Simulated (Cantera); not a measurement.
Feed: 1 mol c-C4F8, 0.13 mol CH4, 2.2 mol F2, equilibrated at 3.40e-5 bar.

Equilibrium computed with Cantera from the NASA thermochemical tables; the gas is ideal and each condensed phase is pure. Candidate condensed phases: C, C6H6, C7H8, C8H18; 95 gas species. The feed counts by its element totals alone. Kinetics and transport are ignored. All values below are at 2923 K.

Base state: F 0.773, C 0.136, C3 0.0284, H 0.0253, C2 0.0147, CF 0.0146, HF 0.00808, CF2 3.50e-5 (mole fractions); condensed: gas only.

Problem. What changes in the equilibrium state with this change: c-C4F8 replaced by CH3F?

Solution. 
| species | before | after |
|---|---|---|
| F | 0.773 | 0.514 |
| H | 0.0253 | 0.315 |
| C | 0.136 | 0.0846 |
| HF | 0.00808 | 0.0670 |
| C3 | 0.0284 | 0.00689 |
| C2 | 0.0147 | 0.00572 |
| CF | 0.0146 | 0.00607 |
| H2 | 1.42e-6 | 0.000220 |
| C5 | 1.52e-5 | 1.44e-6 |
| C4 | 1.48e-5 | 2.24e-6 |
| C2H | 7.15e-6 | 3.47e-5 |

Problem. What changes in the equilibrium state with this change: c-C4F8 replaced by CCl4?

Solution. 
```tsv
species	before	after
F	0.773	0.438
Cl	0	0.410
C	0.136	0.0816
C3	0.0284	0.00619
CF	0.0146	0.00500
C2	0.0147	0.00533
H	0.0253	0.0451
HCl	0	5.99e-5
C5	1.52e-5	1.20e-6
C4	1.48e-5	1.94e-6
CF2	3.50e-5	6.77e-6
```
